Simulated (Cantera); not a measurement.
Feed: 1 mol SiH4, 1 mol N2, 10 mol H2, held at 0.133 bar.

These are equilibrium values from Cantera (NASA tables, ideal gas, pure condensed phases), not measurements of a reactor. Candidate condensed phases: Si, Si3N4; 18 gas species. N2 is the only nitrogen source here; it is nearly inert below about 1500 K, so the nitride shown seldom forms there in practice. Mutual solubility and eutectic melting of coexisting phases are not modelled. Gases not in the tables: Si2H6 and higher silanes. Kinetics and transport are ignored.

Q: Which condensed phases are stable at each of these points (T (°C)): 927, 1077, 1227, 1377, 1527, 1677, 1827?

A: 
```json
[
 {"T (°C)": "927", "condensed phases": "Si3N4(s)", "Si condensed (%)": "100.0"},
 {"T (°C)": "1077", "condensed phases": "Si3N4(s)", "Si condensed (%)": "100.0"},
 {"T (°C)": "1227", "condensed phases": "Si3N4(s)", "Si condensed (%)": "100.0"},
 {"T (°C)": "1377", "condensed phases": "Si3N4(s)", "Si condensed (%)": "100.0"},
 {"T (°C)": "1527", "condensed phases": "Si(l) + Si3N4(s)", "Si condensed (%)": "99.9"},
 {"T (°C)": "1677", "condensed phases": "Si(l)", "Si condensed (%)": "99.6"},
 {"T (°C)": "1827", "condensed phases": "Si(l)", "Si condensed (%)": "98.1"}
]
```

From 927 °C to 1377 °C the condensed part is Si3N4(s). At 1527 °C the condensed part is Si(l) + Si3N4(s). From 1677 °C to 1827 °C the condensed part is Si(l).
